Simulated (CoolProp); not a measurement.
Vapour-liquid equilibrium of hydrogen chloride (1) + ethane (2) at 274.7 K; x and y are mole fractions of (1).

Values from CoolProp's multi-fluid Helmholtz-energy mixture model, Thol 2018 and Bücker 2006; pair parameters Bell 2016.

```tsv
x	bubble pressure, mixture model (kPa)	bubble pressure, Raoult's law (kPa)	y, mixture model	y, Raoult's law
0.05	2639	2488	0.084	0.054
0.15	2906	2510	…	0.161
0.25	3103	2532	0.321	0.266
0.35	…	2554	…	0.369
0.45	3320	2576	0.483	0.471
0.55	3350	2597	0.554	0.571
0.65	3331	2619	0.623	0.669
0.75	3258	2641	0.697	0.765
0.85	3116	2663	…	0.860
0.95	2873	2685	0.912	0.954
```

Question: Fill in the missing entries.

Answer: 
- 0.15, y, mixture model: 0.217
- 0.35, bubble pressure, mixture model (kPa): 3239
- 0.35, y, mixture model: 0.407
- 0.85, y, mixture model: 0.787

The largest gap from Raoult's law is +29.0 % in bubble pressure, at x = 0.55. y crosses x between x = 0.55 and 0.65: the model has an azeotrope there.

The pair parameters rest on a limited set of measurements; away from them the model extrapolates.
